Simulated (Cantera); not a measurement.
An isothermal, constant-pressure homogeneous reactor starts with CH4 : CO2 = 1 : 0.71 (molar parts), at 1450 K and 13300 Pa. Integrator tolerance rtol = 1e-08.

Detailed kinetics in Cantera: GRI-Mech 3.0 (53 species, 325 reactions).

### Question
What does this change do: temperature 1450 to 1423 K?

### Answer
```csv
quantity,before,after
x(CH4) at 20.0 s,0.0676 (gas-phase equilibrium 0.0141),0.135 (gas-phase equilibrium 0.0185)
x(CO2) at 20.0 s,0.0645 (gas-phase equilibrium 2.11e-7),0.108 (gas-phase equilibrium 2.39e-7)
x(C2H6) at 20.0 s,1.61e-5 (gas-phase equilibrium 1.05e-6),4.38e-5 (gas-phase equilibrium 1.62e-6)
x(C2H4) at 20.0 s,0.00289 (gas-phase equilibrium 0.00116),0.00317 (gas-phase equilibrium 0.00144)
x(H2O2) at 20.0 s,<1e-12 (gas-phase equilibrium <1e-12),<1e-12 (gas-phase equilibrium <1e-12)
```
